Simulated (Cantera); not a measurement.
An adiabatic, constant-pressure homogeneous reactor starts with CH4 : C2H6 : O2 : N2 = 1 : 0.2 : 2.45 : 12.8 (molar parts), at 1475 K and 1950 Torr. Integrator tolerance rtol = 1e-08.

Model: GRI-Mech 3.0 (53 species, 325 reactions), integrated in Cantera.

What does this change do: constant volume in place of constant pressure?


```json
[
 {"quantity": "time of steepest temperature rise", "before": "0.142 ms", "after": "0.127 ms"},
 {"quantity": "temperature at 0.500 s", "before": "2675 K", "after": "2867 K"},
 {"quantity": "equilibrium temperature", "before": "2675 K", "after": "2867 K"},
 {"quantity": "x(CH4) at 0.500 s", "before": "<1e-12 (gas-phase equilibrium <1e-12)", "after": "<1e-12 (gas-phase equilibrium <1e-12)"},
 {"quantity": "x(C2H6) at 0.500 s", "before": "<1e-12 (gas-phase equilibrium <1e-12)", "after": "<1e-12 (gas-phase equilibrium <1e-12)"},
 {"quantity": "x(O2) at 0.500 s", "before": "0.00554 (gas-phase equilibrium 0.00554)", "after": "0.00770 (gas-phase equilibrium 0.00770)"},
 {"quantity": "x(HCN) at 0.500 s", "before": "2.14e-9 (gas-phase equilibrium 2.14e-9)", "after": "7.05e-9 (gas-phase equilibrium 7.05e-9)"},
 {"quantity": "x(C2H) at 0.500 s", "before": "<1e-12 (gas-phase equilibrium <1e-12)", "after": "<1e-12 (gas-phase equilibrium <1e-12)"},
 {"quantity": "x(OH) at 0.500 s", "before": "0.00880 (gas-phase equilibrium 0.00880)", "after": "0.0127 (gas-phase equilibrium 0.0127)"},
 {"quantity": "x(H2O) at 0.500 s", "before": "0.131 (gas-phase equilibrium 0.131)", "after": "0.124 (gas-phase equilibrium 0.124)"}
]
```
